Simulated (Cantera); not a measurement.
Charge: 1 mol Cu₂O, 2.1 mol CO, 6.3 mol H₂, equilibrated at 101000 Pa.

Method: chemical equilibrium by Gibbs-energy minimisation in Cantera with the NASA 1993 tables (ideal gas, pure condensed phases). Candidate condensed phases: C, C₆H₆, C₇H₈, C₈H₁₈, Cu, CuO, Cu(OH)₂, Cu₂O, H₂O; 113 gas species. Kinetics and transport are ignored.

**Question.** At 2175 °C, list the 7 most abundant gas species with their mole fractions, and the condensed phases.

**Answer.** H₂ 0.546, CO 0.210, Cu 0.124, H₂O 0.0965, H 0.0146, CO₂ 0.00615, Cu₂ 0.00173. Condensed: Cu(l).
